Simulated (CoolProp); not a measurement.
A Linde-Hampson liquefier for ethane: isothermal reversible compression at 320 K from 1 atm to 10 MPa, throttling to 1 atm, return gas leaving the recuperator 0 K below the feed. Each further row changes one setting.

Values from CoolProp's reference Helmholtz-energy equation of state, Bücker 2006.

| case | liquid yield per pass | compression work (kJ/kg of gas) |
|---|---|---|
| as stated | [?] | 338 |
| high pressure 20 MPa | [?] | [?] |
| warm-end temperature 350 K | [?] | [?] |
| warm-end gap 5 K | [?] | 338 |

Complete the blanks.


- as stated, liquid yield per pass: 0.433
- high pressure 20 MPa, liquid yield per pass: 0.465
- high pressure 20 MPa, compression work (kJ/kg of gas): 366
- warm-end temperature 350 K, liquid yield per pass: 0.288
- warm-end temperature 350 K, compression work (kJ/kg of gas): 395
- warm-end gap 5 K, liquid yield per pass: 0.426
